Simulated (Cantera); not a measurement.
What does this Cantera script print?

```python
import numpy as np
import cantera as ct

gas = ct.Solution("gri30.yaml", transport_model="mixture-averaged")
show = ['C2H2', 'H', 'CO2']

rows = []
print(f"{'T/K':>7s}{'rho':>11s}{'cp':>10s}{'mu':>11s}{'lambda':>11s}{'Pr':>7s}" + "".join(f"{'D_' + s:>11s}" for s in show))
for T in [400, 650, 900, 1150, 1400, 1650]:
    gas.TPX = T, 2666, {'O2': 0.074}
    Pr = gas.cp_mass * gas.viscosity / gas.thermal_conductivity
    D = [gas.mix_diff_coeffs_mole[gas.species_index(s)] for s in show]
    rows.append([gas.density, gas.cp_mass, gas.viscosity, gas.thermal_conductivity, Pr, *D])
    print(f"{T:7g}{gas.density:11.4e}{gas.cp_mass:10.1f}{gas.viscosity:11.4e}"
          f"{gas.thermal_conductivity:11.4e}{Pr:7.3f}" + "".join(f"{d:11.4e}" for d in D))
print("SI units: kg/m3, J/kg/K, Pa s, W/m/K, m2/s")
```

Output:

```
    T/K        rho        cp         mu     lambda     Pr     D_C2H2        D_H      D_CO2
    400 2.5650e-02     941.4 2.5629e-05 3.3852e-02  0.713 1.0644e-03 8.0747e-03 1.0032e-03
    650 1.5785e-02    1017.4 3.5981e-05 5.1624e-02  0.709 2.4905e-03 1.8681e-02 2.3603e-03
    900 1.1400e-02    1073.7 4.4705e-05 6.7643e-02  0.710 4.3378e-03 3.2387e-02 4.1206e-03
   1150 8.9218e-03    1108.6 5.2496e-05 8.2174e-02  0.708 6.5552e-03 4.8831e-02 6.2344e-03
   1400 7.3286e-03    1134.2 5.9661e-05 9.5657e-02  0.707 9.1104e-03 6.7782e-02 8.6702e-03
   1650 6.2182e-03    1155.4 6.6364e-05 1.0843e-01  0.707 1.1980e-02 8.9071e-02 1.1406e-02
SI units: kg/m3, J/kg/K, Pa s, W/m/K, m2/s
```

Model: GRI-Mech 3.0 (53 species, 325 reactions), integrated in Cantera.
